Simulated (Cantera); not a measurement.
Source: NASA polynomial tables (part measured, part estimated), evaluated in Cantera. Values are per mole of reaction as written; species without (g) are pure solids or liquids, kept so even where they would boil at 1 bar.

2 OH(g) + Nb → H₂(g) + NbO₂

```
T (K)  ΔH° (kJ)  ΔS° (J/K)  ΔG° (kJ)  log10 K
-----  --------  ---------  --------  -------
2600     -734.3     -135.8    -381.2     7.66
2625     -733.9     -135.6    -377.8     7.52
2650          ?          ?         ?        ?
2675     -733.0     -135.3    -371.0     7.24
2700          ?          ?         ?        ?
```

Problem. Complete the blanks.

Solution. 
- 2650, ΔH° (kJ): -733.4
- 2650, ΔS° (J/K): -135.5
- 2650, ΔG° (kJ): -374.4
- 2650, log10 K: 7.38
- 2700, ΔH° (kJ): -732.7
- 2700, ΔS° (J/K): -135.2
- 2700, ΔG° (kJ): -367.6
- 2700, log10 K: 7.11
